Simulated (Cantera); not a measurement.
A closed system holds: 1 mol TEOS, 2.7 mol O3, equilibrated at 502 °C and 0.00133 bar.

Cantera equilibrium calculation (NASA polynomials, part measured and part estimated; ideal gas, pure solids and liquids). Candidate condensed phases: C, C6H6, C7H8, C8H18, H2O, Si, SiC, SiO2; 123 gas species. The feed counts by its element totals alone. Equilibrium is a limit: real reactors are often held back by kinetics, nucleation or transport.

Base state: H2 0.529, CO 0.354, CO2 0.0903, H2O 0.0267, CH4 0.000321 (mole fractions); condensed: SiO2(α-quartz).

Problem. What changes in the equilibrium state with this change: O3 from 2.7 to 1.1 mol?

Solution. 
```json
[
 {"species": "H2", "before": "0.529", "after": "0.665"},
 {"species": "CO", "before": "0.354", "after": "0.295"},
 {"species": "CO2", "before": "0.0903", "after": "0.0265"},
 {"species": "H2O", "before": "0.0267", "after": "0.0118"},
 {"species": "CH4", "before": "0.000321", "after": "0.00121"},
 {"species": "SiO2(α-quartz), mol", "before": "1.00", "after": "1.00"},
 {"species": "C(graphite), mol", "before": "0", "after": "3.25"}
]
```

Problem. What changes in the equilibrium state with this change: TEOS replaced by SiCl4?

Solution. 
```json
[
 {"species": "O2", "before": "<1e-9", "after": "0.604"},
 {"species": "Cl2", "before": "0", "after": "0.396"},
 {"species": "Cl", "before": "0", "after": "8.85e-5"},
 {"species": "H2", "before": "0.529", "after": "0"},
 {"species": "CO", "before": "0.354", "after": "0"},
 {"species": "CO2", "before": "0.0903", "after": "0"},
 {"species": "H2O", "before": "0.0267", "after": "0"},
 {"species": "CH4", "before": "0.000321", "after": "0"},
 {"species": "SiO2(α-quartz), mol", "before": "1.00", "after": "1.00"}
]
```
